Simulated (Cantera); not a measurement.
A freely propagating, adiabatic, planar premixed flame of H2 : O2 : N2 = 1 : 0.51 : 1.94 (molar parts), equivalence ratio 0.98, unburnt at 575 K and 0.930 bar; mixture-averaged transport, grid criteria slope 0.08 and curve 0.16, no radiation.

Detailed kinetics in Cantera: the H2/O2 subset of GRI-Mech 3.0, which has no nitrogen chemistry. Burning velocities carry a grid error of a few per cent, more on coarse grids.

Q: What does this change do: inlet temperature 575 to 598 K?

A: 
```tsv
quantity	before	after
laminar burning velocity	670 cm/s	720 cm/s
thermal thickness	0.512 mm	0.521 mm
peak x(OH)	0.0185	0.0189
peak x(H2O2)	1.69e-5	1.38e-5
peak x(HO2)	0.000296	0.000279
peak x(H)	0.0576	0.0590
```
